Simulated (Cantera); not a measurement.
Input: 1 mol SiH2Cl2, 7.4 mol O2, 0.79 mol H2, held at 1100 K and 1.50 Torr.

Method: chemical equilibrium by Gibbs-energy minimisation in Cantera with the NASA 1993 tables (ideal gas, pure condensed phases). Candidate condensed phases: H2O, Si, SiO2; 30 gas species. Equilibrium is a limit: real reactors are often held back by kinetics, nucleation or transport.

Base state: O2 0.681, HCl 0.219, H2O 0.0942, Cl2 0.00333, Cl 0.00196 (mole fractions); condensed: SiO2(β-quartz).

### Question
What changes in the equilibrium state with this change: pressure from 1.50 Torr to 0.0480 Torr?

### Answer
```csv
species,before,after
O2,0.681,0.681
HCl,0.219,0.221
H2O,0.0942,0.0927
Cl,0.00196,0.00471
Cl2,0.00333,0.000618
"SiO2(β-quartz), mol",1.00,1.00
```
